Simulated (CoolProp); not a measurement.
A simple Rankine cycle with vinyl chloride: condensing at 326.15 K, boiler at 3.31 MPa, turbine inlet 408.1 K, turbine efficiency 0.9, pump efficiency 0.8, no recuperator. Each further row changes one setting.

Computed with CoolProp (reference Helmholtz-energy equation of state, Thol 2022).

| case | thermal efficiency (%) | net work (kJ/kg) | heat in (kJ/kg) | turbine exit temperature (K) | volume ratio over the turbine |
|---|---|---|---|---|---|
| as stated | 12.9 | 43.4 | 337 | 326.1 | 3.83 |
| turbine inlet 428.1 K | 13.3 | 48.9 | 367 | 348.2 | 3.72 |
| condensing temperature 318.15 K | 14.3 | 49.9 | 350 | 318.1 | 4.63 |
| boiler pressure 2.32 MPa | 10.4 | 37.2 | 359 | 351.6 | 2.61 |
| turbine efficiency 0.8 | 11.3 | 38.1 | 337 | 330.2 | 3.92 |

The expansion ends wet for: as stated; condensing temperature 318.15 K.
